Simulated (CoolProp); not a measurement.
Vapour-liquid equilibrium of 1-butene (1) + acetone (2) at 309 kPa; x and y are mole fractions of (1).

Model: multi-fluid Helmholtz-energy mixture model, Lemmon 2005 and Lemmon 2006; pair parameters Bell 2016, in CoolProp.

| x | bubble temperature (°C) | y at the bubble point | dew temperature at overall composition x (°C) | liquid density (mol/L) |
|---|---|---|---|---|
| 0.05 | 78.7 | 0.339 | 91.0 | 12.22 |
| 0.125 | 62.7 | 0.615 | 88.1 | 12.28 |
| 0.2 | 52.2 | 0.743 | 85.0 | 12.22 |
| 0.275 | 45.4 | 0.809 | 81.7 | 12.10 |
| 0.35 | 41.0 | 0.847 | 78.2 | 11.93 |
| 0.425 | 37.9 | 0.870 | 74.4 | 11.74 |
| 0.5 | 35.8 | 0.887 | 70.1 | 11.55 |
| 0.575 | 34.1 | 0.900 | 65.5 | 11.35 |
| 0.65 | 32.7 | 0.912 | 60.1 | 11.16 |
| 0.725 | 31.4 | 0.924 | 53.9 | 10.98 |
| 0.8 | 30.1 | 0.938 | 46.4 | 10.81 |
| 0.875 | 28.7 | 0.956 | 37.3 | 10.66 |
| 0.95 | 27.3 | 0.979 | 29.1 | 10.53 |

No azeotrope shows between x = 0.05 and 0.95.

Pair parameters are fitted to limited data, so mixtures are less certain than the pure fluids. With so large a gap from Raoult's law the liquid may split in two, which this calculation doesn't test in full.
